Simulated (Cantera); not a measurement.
A perfectly stirred reactor is fed with N₂O : O₂ = 1 : 0.31 (molar parts), at 1.01 bar; it is held at 1225 K, and followed from long to short residence time.

Detailed kinetics in Cantera: GRI-Mech 3.0 (53 species, 325 reactions). GRI-Mech 3.0 was tuned for natural gas; its chemistry of N2O as a main component is partial and can be far from experiment. The mechanism lacks the step 2 NO + O2 → 2 NO2, which can matter for NO2 below about 1400 K. The temperature is held fixed by assumption; the heat of reaction is taken as removed at once.

**Question.** What does this change do: pressure from 1.01 bar to 135 Torr?

**Answer.** 
```
quantity                before    after
---------------------  -------  -------
x(N₂O) at τ = 0.970 s    0.366    0.619
x(O₂) at τ = 0.970 s     0.332    0.270
x(O) at τ = 0.970 s    1.84e-6  2.61e-6
x(NO) at τ = 0.970 s    0.0276   0.0119
x(N₂) at τ = 0.970 s     0.274   0.0983
x(N₂O) at τ = 80.0 ms    0.693    0.749
x(O₂) at τ = 80.0 ms     0.253    0.240
x(O) at τ = 80.0 ms    2.43e-6  2.65e-6
x(NO) at τ = 80.0 ms   0.00571  0.00120
x(N₂) at τ = 80.0 ms    0.0481  0.00987
```

**Question.** What does this change do: pressure from 1.01 bar to 29.3 Torr?

**Answer.** 
```json
[
 {"quantity": "x(N₂O) at τ = 0.970 s", "before": "0.366", "after": "0.726"},
 {"quantity": "x(O₂) at τ = 0.970 s", "before": "0.332", "after": "0.245"},
 {"quantity": "x(O) at τ = 0.970 s", "before": "1.84e-6", "after": "2.67e-6"},
 {"quantity": "x(NO) at τ = 0.970 s", "before": "0.0276", "after": "0.00310"},
 {"quantity": "x(N₂) at τ = 0.970 s", "before": "0.274", "after": "0.0254"},
 {"quantity": "x(N₂O) at τ = 80.0 ms", "before": "0.693", "after": "0.760"},
 {"quantity": "x(O₂) at τ = 80.0 ms", "before": "0.253", "after": "0.237"},
 {"quantity": "x(O) at τ = 80.0 ms", "before": "2.43e-6", "after": "2.67e-6"},
 {"quantity": "x(NO) at τ = 80.0 ms", "before": "0.00571", "after": "0.000267"},
 {"quantity": "x(N₂) at τ = 80.0 ms", "before": "0.0481", "after": "0.00219"}
]
```
Radical loss at walls, strong at low pressure, is not modelled.
